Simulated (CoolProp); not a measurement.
Saturated liquid density (kg/m³) of dimethyl carbonate: the reference equation beside estimates from Tc = 557.0 K, pc = 4.909 MPa, ω = 0.346. Rackett uses Z = 0.29056 − 0.08775 ω.

Model: reference Helmholtz-energy equation of state, Zhou 2011, in CoolProp.

| T (K) | reference | Rackett | van der Waals |
|---|---|---|---|
| 296 | 1066 | 1085 | 614.7 |
| 303.9 | 1056 | 1075 | 609.5 |
| 311.7 | 1045 | 1065 | 604.3 |
| 319.5 | 1035 | 1054 | 598.9 |
| 327.3 | 1024 | 1044 | 593.5 |
| 335.1 | 1013 | 1033 | 587.9 |
| 342.9 | 1003 | 1022 | 582.2 |
| 350.7 | 991.8 | 1011 | 576.4 |
| 358.5 | 980.8 | 1000 | 570.4 |
| 366.3 | 969.6 | 988.7 | 564.3 |
| 374.1 | 958.4 | 977.1 | 558.1 |
| 381.9 | 946.9 | 965.3 | 551.7 |
| 389.7 | 935.3 | 953.3 | 545.1 |
| 397.5 | 923.4 | 941.1 | 538.4 |
| 405.3 | 911.4 | 928.6 | 531.5 |

Absolute difference from the reference over all 15 rows, mean and median: Rackett 1.9 and 1.9 %, van der Waals 41.9 and 41.9 %.
